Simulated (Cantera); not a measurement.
Mixture: 8.97 % CH4, 0.574 % CO, 19.0 % O2, 71.4 % N2, at 9.87 atm, adiabatic and at constant volume. Ignition delay is the time to a rise of 400 K.

Computed with Cantera and GRI-Mech 3.0 (53 species, 325 reactions).

**Question.** Predict: delay at 1198 K; delay at 1398 K; delay at 1598 K; delay at 1798 K; delay at 1998 K; apparent activation energy between 1798 and 1998 K.

**Answer.** 
```
Quantity                                                Result
--------------------------------------------------  ----------
delay at 1198 K                                        4.94 ms
delay at 1398 K                                       0.487 ms
delay at 1598 K                                        71.2 µs
delay at 1798 K                                        14.9 µs
delay at 1998 K                                        4.46 µs
apparent activation energy between 1798 and 1998 K  180 kJ/mol
```
